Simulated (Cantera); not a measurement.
Charge: 1 mol Ti(OiPr)4, 2.8 mol H2, held at 1.00 bar.

Method: chemical equilibrium by Gibbs-energy minimisation in Cantera with the NASA 1993 tables (ideal gas, pure condensed phases). Candidate condensed phases: C, C6H6, C7H8, C8H18, H2O, Ti, TiC, TiO, TiO2, Ti2O3, Ti3O5, Ti4O7; 113 gas species. The feed counts by its element totals alone. Mutual solubility and eutectic melting of coexisting phases are not modelled. TiC: taken at fixed stoichiometry. Equilibrium is a limit: real reactors are often held back by kinetics, nucleation or transport.

log p: log10 of the partial pressure in bar; n: condensed amount in mol.

| T (K) | log p H2 | log p CO | log p CH4 | log p H2O | log p H | log p C2H2 (acetylene) | log p CO2 | n C(graphite) | n Ti3O5(s) | n TiC(s) |
|---|---|---|---|---|---|---|---|---|---|---|
| 1373 | -0.06 | -0.91 | -2.42 | -3.30 | -5.51 | (withheld) | -4.47 | 9.60 | 0.333 | 0 |
| 1423 | -0.06 | -0.91 | -2.54 | -3.48 | -5.21 | (withheld) | -4.69 | 9.62 | 0.333 | 0 |
| 1473 | -0.08 | -0.76 | -2.70 | -3.52 | -4.94 | (withheld) | -4.59 | 7.66 | 0.0869 | 0.739 |
| 1523 | -0.09 | -0.72 | -2.83 | -3.65 | -4.68 | (withheld) | -4.70 | 6.97 | 0 | 1.00 |
| 1573 | -0.09 | -0.72 | -2.92 | -3.79 | -4.44 | (withheld) | -4.88 | 6.98 | 0 | 1.00 |
| 1623 | -0.09 | -0.72 | -3.02 | -3.93 | -4.21 | (withheld) | -5.04 | 6.98 | 0 | 1.00 |
| 1673 | -0.09 | -0.72 | -3.10 | -4.06 | -3.99 | (withheld) | -5.20 | 6.98 | 0 | 1.00 |
| 1723 | -0.09 | -0.72 | -3.18 | -4.18 | -3.79 | (withheld) | -5.35 | 6.98 | 0 | 1.00 |

Q: Fill in the missing entries.

A: 
- 1373, log p C2H2 (acetylene): -5.82
- 1423, log p C2H2 (acetylene): -5.52
- 1473, log p C2H2 (acetylene): -5.27
- 1523, log p C2H2 (acetylene): -5.02
- 1573, log p C2H2 (acetylene): -4.78
- 1623, log p C2H2 (acetylene): -4.55
- 1673, log p C2H2 (acetylene): -4.34
- 1723, log p C2H2 (acetylene): -4.14
